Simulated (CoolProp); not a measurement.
Saturation properties of CH2F2 (R32) (Tc = 351.3 K, pc = 5783 kPa, ω = 0.277).

Values from CoolProp's reference Helmholtz-energy equation of state, Tillner-Roth 1997.

| T (K) | p (kPa) | liquid density (kg/m³) | liquid cp (kJ/(kg K)) | vapour Z | surface tension (mN/m) | vapour viscosity (µPa s) |
|---|---|---|---|---|---|---|
| 193.1 | 18.59 | 1289 | 1.561 | 0.9860 | 26.4 | 8.56 |
| 201.9 | 33.35 | 1266 | 1.565 | 0.9794 | 24.6 | 8.96 |
| 210.6 | 56.25 | 1243 | 1.573 | 0.9712 | 22.8 | 9.36 |
| 219.3 | 90.47 | 1219 | 1.584 | 0.9609 | 21.1 | 9.76 |
| 228.1 | 140.3 | 1195 | 1.598 | 0.9483 | 19.4 | 10.2 |
| 236.8 | 208.7 | 1170 | 1.616 | 0.9335 | 17.7 | 10.6 |
| 245.5 | 301.0 | 1144 | 1.637 | 0.9162 | 16.0 | 11.0 |
| 254.3 | 423.7 | 1117 | 1.665 | 0.8961 | 14.4 | 11.4 |
| 263 | 579.6 | 1089 | 1.697 | 0.8734 | 12.8 | 11.8 |
| 271.7 | 776.0 | 1060 | 1.737 | 0.8477 | 11.2 | 12.3 |
| 280.4 | 1019 | 1030 | 1.787 | 0.8189 | 9.72 | 12.7 |
| 289.2 | 1320 | 996.9 | 1.851 | 0.7862 | 8.24 | 13.2 |

It boils at 221.5 K under 1 atm.

Viscosity comes from a separate model (Bell 2016), an estimate that may be off by 10 % or more. Surface tension comes from a separate correlation (Mulero 2012).
